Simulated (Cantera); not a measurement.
Feed: 1 mol C3H6, 0.013 mol O2, held at 1.00 bar.

Cantera equilibrium calculation (NASA polynomials, part measured and part estimated; ideal gas, pure solids and liquids). Candidate condensed phases: C, C6H6, C7H8, C8H18, H2O; 110 gas species. The numbers say what is thermodynamically allowed, not how fast it happens. All values below are at 1473 K.

Base state: H2 0.988, CO 0.00860, CH4 0.00287, H2O 1.78e-5, H 1.26e-5 (mole fractions); condensed: C(graphite).

Task: What changes in the equilibrium state with this change: O2 from 0.013 to 0.049 mol?

Result: 
```json
[
 {"species": "H2", "before": "0.988", "after": "0.966"},
 {"species": "CO", "before": "0.00860", "after": "0.0317"},
 {"species": "CH4", "before": "0.00287", "after": "0.00274"},
 {"species": "H2O", "before": "1.78e-5", "after": "6.40e-5"},
 {"species": "H", "before": "1.26e-5", "after": "1.24e-5"},
 {"species": "C(graphite), mol", "before": "2.97", "after": "2.89"}
]
```
